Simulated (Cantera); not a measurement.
Charge: 1 mol BN, 40 mol HCl, 1.9 mol H2, at 1625 °C and 72000 Pa.

Cantera equilibrium calculation (NASA polynomials, part measured and part estimated; ideal gas, pure solids and liquids). Candidate condensed phases: B, BN, NH4Cl; 21 gas species. The tables' values for BCl2, BCl are old estimates; treat these amounts as uncertain. Gases not in the tables: BHCl2. Equilibrium is a limit: real reactors are often held back by kinetics, nucleation or transport.

Base state: HCl 0.880, H2 0.0816, BCl3 0.0232, N2 0.0119, Cl 0.00215, BCl2 0.000599, H 0.000263, BCl 7.87e-5 (mole fractions); condensed: gas only.

Task: What changes in the equilibrium state with this change: temperature from 1625 °C to 1200 °C?

Result: 
```
species    before    after
-------  --------  -------
HCl         0.880    0.883
H2         0.0816   0.0812
BCl3       0.0232   0.0239
Cl        0.00215  3.75e-5
N2         0.0119   0.0119
BCl       7.87e-5  1.39e-7
H        0.000263  4.26e-6
```
The tables' values for BCl2 are old estimates; treat these amounts as uncertain.
